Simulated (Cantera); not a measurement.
Stirred combustor or abatement burner

A perfectly stirred reactor is fed with CH₄ : O₂ : N₂ = 1 : 1.43 : 5.37 (molar parts), at 1.48 atm; it is adiabatic with a 650 K inlet, and is followed from long to short residence time, starting on the burning branch (τ in s: 0.43, 0.13, 0.037, 0.011, 0.0032, 0.00094, 0.00028, 8.1e-05, 2.4e-05).

Detailed kinetics in Cantera: GRI-Mech 3.0 (53 species, 325 reactions).

| τ (s) | T (K) | x CH₄ | x O₂ | x C₂H₄ | x CH₃ | x HCN | x OH |
|---|---|---|---|---|---|---|---|
| 0.43 | 2227 | 1.01e-5 | 2.46e-5 | 1.05e-9 | 4.29e-6 | 1.43e-6 | 0.000657 |
| 0.13 | 2224 | 2.38e-5 | 4.83e-5 | 6.85e-9 | 1.14e-5 | 4.54e-6 | 0.000764 |
| 0.037 | 2218 | 4.91e-5 | 0.000111 | 3.66e-8 | 2.78e-5 | 1.29e-5 | 0.000971 |
| 0.011 | 2209 | 8.90e-5 | 0.000256 | 1.49e-7 | 6.02e-5 | 3.02e-5 | 0.00129 |
| 0.0032 | 2195 | 0.000170 | 0.000611 | 6.08e-7 | 0.000131 | 6.50e-5 | 0.00170 |
| 0.00094 | 2176 | 0.000383 | 0.00154 | 2.99e-6 | 0.000308 | 0.000130 | 0.00206 |
| 0.00028 | 2140 | 0.00106 | 0.00434 | 1.94e-5 | 0.000802 | 0.000196 | 0.00219 |
| 8.1e-5 | 650 | 0.128 | 0.183 | <1e-12 | <1e-12 | <1e-12 | <1e-12 |
| 2.4e-5 | 650 | 0.128 | 0.183 | <1e-12 | <1e-12 | <1e-12 | <1e-12 |
x: mole fraction; the columns are a selection and need not sum to one.
